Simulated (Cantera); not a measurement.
Equilibrium for fluorocarbon and chlorocarbon gases: CH2F2 + CH4

Input: 1 mol CH2F2, 0.31 mol CH4, equilibrated at 1.33 mbar.

Cantera equilibrium calculation (NASA polynomials, part measured and part estimated; ideal gas, pure solids and liquids). Candidate condensed phases: C, C6H6, C7H8, C8H18; 110 gas species. Ions and electrons are included (thermal ionisation). Rates play no part.

| T (°C) | log p H | log p HF | log p F | log p C | log p C3 | log p C2 | log p CF |
|---|---|---|---|---|---|---|---|
| 2727 | -3.28 | -3.32 | -3.85 | -4.45 | -3.96 | -4.80 | -4.94 |
| 2977 | -3.20 | -3.71 | -3.52 | -3.95 | -4.27 | -4.63 | -4.86 |
| 3227 | -3.18 | -4.28 | -3.42 | -3.67 | -4.97 | -4.77 | -5.12 |
| 3477 | -3.18 | -4.85 | -3.40 | -3.59 | -6.07 | -5.23 | -5.58 |
| 3727 | -3.18 | -5.36 | -3.39 | -3.58 | -7.20 | -5.73 | -6.05 |
| 3977 | -3.18 | -5.82 | -3.39 | -3.58 | -8.22 | -6.20 | -6.47 |
| 4227 | -3.18 | -6.23 | -3.39 | -3.58 | -9.13 | -6.61 | -6.85 |
| 4477 | -3.18 | -6.60 | -3.39 | -3.58 | -9.95 | -6.99 | -7.20 |
| 4727 | -3.18 | -6.93 | -3.39 | -3.58 | -10.69 | -7.33 | -7.51 |
log p: log10 of the partial pressure in bar; nothing condenses.

From 2727 °C to 4727 °C nothing is condensed. The main C-bearing gas is C3 at 2727 °C and C at 4727 °C.
